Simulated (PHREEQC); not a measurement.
Make-up at 53 °C: 0.0017 mol CuCl2, 5.7e-05 mol HBF4 and 0.02 mol NaCl per kg of water. Closed to the air; pH follows from the charge balance.

All values are PHREEQC results (ion-association model, phreeqc.dat), not measurements.

Question: The ionic strength comes out as 0.0249 mol/kgw. What activity coefficients do CuF+, F-, H+, Cl-, Cu+2 get?

Answer: CuF+ 0.85, F- 0.85, H+ 0.87, Cl- 0.85, Cu+2 0.55.

This is a speciation only: nothing precipitates in the calculation. Constants without temperature data keep their 25 °C values here. Real BF4- forms and hydrolyses slowly; the run takes it at equilibrium.
